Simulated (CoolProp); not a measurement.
A single-stage vapour-compression cycle with propane: evaporating at 283.15 K (dew point), condensing at 345.15 K (bubble point), superheat 0 K, subcooling 5 K, compressor efficiency 0.8, no pressure losses. Each further row changes one setting.

The numbers come from the reference Helmholtz-energy equation of state, Lemmon 2009 in CoolProp.

```csv
case,cooling COP,pressure ratio,discharge temperature (K),refrigerating effect (kJ/kg),volumetric capacity (kJ/m³)
as stated,2.36,4.22,357.3,195,2690
evaporating temperature 288.15 K,2.69,[?],356.2,200,3170
condensing temperature 340.15 K,2.73,[?],351.6,212,2920
subcooling 10 K,2.56,4.22,357.3,212,2920
superheat 10 K,[?],4.22,366.0,214,2790
compressor efficiency 0.7,2.06,4.22,[?],195,2690
```

Question: Complete the blanks.

Answer: 
- evaporating temperature 288.15 K, pressure ratio: 3.68
- condensing temperature 340.15 K, pressure ratio: 3.83
- superheat 10 K, cooling COP: 2.42
- compressor efficiency 0.7, discharge temperature (K): 361.6
